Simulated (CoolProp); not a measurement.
A closed Brayton cycle with nitrogen: compressor inlet 326.15 K and 2 MPa, high pressure 6.14 MPa, turbine inlet 740 K, compressor efficiency 0.8, turbine efficiency 0.85, recuperator effectiveness 0.8 (on enthalpy, no pinch check). Each further row changes one setting.

Model: reference Helmholtz-energy equation of state, Span 2000, in CoolProp.

```json
[
 {"case": "as stated", "thermal efficiency (%)": "10.4", "net work (kJ/kg)": "21.3", "compressor to turbine work": "0.88", "compressor exit (K)": "480.4", "turbine exit (K)": "573.7"},
 {"case": "turbine inlet 690 K", "thermal efficiency (%)": "4.7", "net work (kJ/kg)": "8.64", "compressor to turbine work": "0.95", "compressor exit (K)": "480.4", "turbine exit (K)": "533.6"},
 {"case": "compressor inlet 336.15 K", "thermal efficiency (%)": "8.0", "net work (kJ/kg)": "16.2", "compressor to turbine work": "0.91", "compressor exit (K)": "494.9", "turbine exit (K)": "573.7"},
 {"case": "high pressure 5.22 MPa", "thermal efficiency (%)": "13.0", "net work (kJ/kg)": "25.0", "compressor to turbine work": "0.84", "compressor exit (K)": "454.9", "turbine exit (K)": "595.1"},
 {"case": "recuperator effectiveness 0.5", "thermal efficiency (%)": "9.0", "net work (kJ/kg)": "21.3", "compressor to turbine work": "0.88", "compressor exit (K)": "480.4", "turbine exit (K)": "573.7"}
]
```
